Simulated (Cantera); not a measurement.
Standard-state values (1 bar) from the NASA 1993 polynomials, evaluated with Cantera. Values are per mole of reaction as written; species without (g) are pure solids or liquids, kept so even where they would boil at 1 bar. ZrN: taken at fixed stoichiometry.

ZrN + 2 NO(g) ⇌ ZrO₂(g) + 3 N(g)

```tsv
T (K)	ΔH° (kJ)	ΔS° (J/K)	ΔG° (kJ)	log10 K
1623	1313.2	275.9	865.4	-27.85
1773	1311.6	275.0	824.0	-24.28
1923	(withheld)	(withheld)	(withheld)	(withheld)
2073	(withheld)	(withheld)	(withheld)	(withheld)
2223	1305.5	271.9	701.0	-16.47
2373	1303.0	270.9	660.3	-14.53
2523	1300.3	269.8	619.7	-12.83
2673	1297.5	268.7	579.3	-11.32
2823	1294.5	267.6	539.1	-9.98
```

Task: Fill in the missing entries.

Result: 
- 1923, ΔH° (kJ): 1309.8
- 1923, ΔS° (J/K): 274.0
- 1923, ΔG° (kJ): 782.9
- 1923, log10 K: -21.26
- 2073, ΔH° (kJ): 1307.7
- 2073, ΔS° (J/K): 273.0
- 2073, ΔG° (kJ): 741.8
- 2073, log10 K: -18.69
